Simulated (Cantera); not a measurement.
What does this Cantera script print?

```python
import numpy as np
import cantera as ct

gas = ct.Solution("SiF4_NH3_mec.yaml", "gas")
gas.TPX = 2075, 11000, {'NH3': 1, 'H2': 2.2}
inlet = ct.Reservoir(gas, clone=True)

reactor = ct.IdealGasConstPressureReactor(gas, energy="off", clone=False)
exhaust = ct.Reservoir(gas, clone=True)
tau = [0.34, 0.22, 0.14, 0.09, 0.058, 0.037, 0.024, 0.015, 0.0097, 0.0062][0]
for a, b in ((inlet, reactor), (reactor, exhaust)):
    ct.MassFlowController(a, b, mdot=lambda t: reactor.mass / tau)
net = ct.ReactorNet([reactor])
show = ['NH3', 'H2', 'N', 'N2', 'NH', 'N2H4', 'NH2']

rows = []
print(f"{'tau/s':>10s}{'T/K':>9s}" + "".join(f"{s:>11s}" for s in show))
for tau in [0.34, 0.22, 0.14, 0.09, 0.058, 0.037, 0.024, 0.015, 0.0097, 0.0062]:
    net.initial_time = 0.0
    net.advance(30 * tau)
    before = gas.X
    net.advance(40 * tau)
    drift = np.max(np.abs(gas.X - before) / (gas.X + 1e-9))
    rows.append([gas.T, *gas[show].X, drift])
    print(f"{tau:10.3e}{gas.T:9.1f}" + "".join(f"{x:11.3e}" for x in gas[show].X))
```

Result:

```
     tau/s      T/K        NH3         H2          N         N2         NH       N2H4        NH2
 3.400e-01   2075.0  9.005e-02  8.239e-01  1.651e-06  8.450e-02  1.475e-05  3.858e-09  3.693e-04
 2.200e-01   2075.0  1.205e-01  8.052e-01  1.621e-06  7.288e-02  1.609e-05  5.666e-09  4.475e-04
 1.400e-01   2075.0  1.551e-01  7.838e-01  1.592e-06  5.964e-02  1.734e-05  7.912e-09  5.288e-04
 9.000e-02   2075.0  1.891e-01  7.628e-01  1.563e-06  4.667e-02  1.834e-05  1.027e-08  6.023e-04
 5.800e-02   2075.0  2.200e-01  7.436e-01  1.535e-06  3.487e-02  1.910e-05  1.250e-08  6.646e-04
 3.700e-02   2075.0  2.466e-01  7.272e-01  1.505e-06  2.474e-02  1.961e-05  1.445e-08  7.145e-04
 2.400e-02   2075.0  2.665e-01  7.149e-01  1.472e-06  1.714e-02  1.986e-05  1.587e-08  7.488e-04
 1.500e-02   2075.0  2.823e-01  7.051e-01  1.430e-06  1.111e-02  1.987e-05  1.686e-08  7.718e-04
 9.700e-03   2075.0  2.925e-01  6.988e-01  1.376e-06  7.207e-03  1.961e-05  1.727e-08  7.810e-04
 6.200e-03   2075.0  2.997e-01  6.944e-01  1.299e-06  4.477e-03  1.903e-05  1.716e-08  7.786e-04
```

Cantera simulation using the gas-phase N/H chemistry of the illustrative SiF4/NH3 mechanism in the Surface Chemkin manual (1991); the numbers are that mechanism's predictions, not measurements. Walls and surfaces, which speed up NH3 decomposition in real reactors, are not modelled.
